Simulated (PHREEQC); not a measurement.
**Polishing slurry liquid: an equilibrium model**

Solution (25 °C): 0.012 mol/kgw K2CO3. Closed to the air; pH follows from the charge balance.

All values are PHREEQC results (ion-association model, wateq4f.dat), not measurements.

Precipitation was switched off in this run.

Q: What pH does the model give?

A: pH 11.03.

Q: In which forms is C present?

A: CO3-2 89 %, HCO3- 11 % of the C.
